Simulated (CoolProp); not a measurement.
R236EA along the isotherm 412 K: fugacity coefficient from the reference equation and from simpler models built on Tc = 412.4 K, pc = 3.414 MPa, ω = 0.368; each cubic takes its own stable root.

The numbers come from the reference Helmholtz-energy equation of state, Rui 2013 in CoolProp.

```csv
p (MPa),phase,reference,van der Waals,Soave-Redlich-Kwong
0.019,gas,0.9981,0.9983,0.9981
0.039,gas,0.9961,0.9966,0.9961
0.08,gas,0.9919,0.9930,0.9920
0.164,gas,0.9834,0.9857,0.9836
0.337,gas,0.9661,0.9707,0.9664
0.693,gas,0.9307,0.9399,0.9314
1.42,gas,0.8595,0.8770,0.8610
2.92,gas,…,0.7440,…
6,liquid,…,…,…
```

Q: What belongs in the gaps?

A: 
- 2.92, reference: 0.7123
- 2.92, Soave-Redlich-Kwong: 0.7164
- 6, reference: 0.4244
- 6, van der Waals: 0.4754
- 6, Soave-Redlich-Kwong: 0.4406
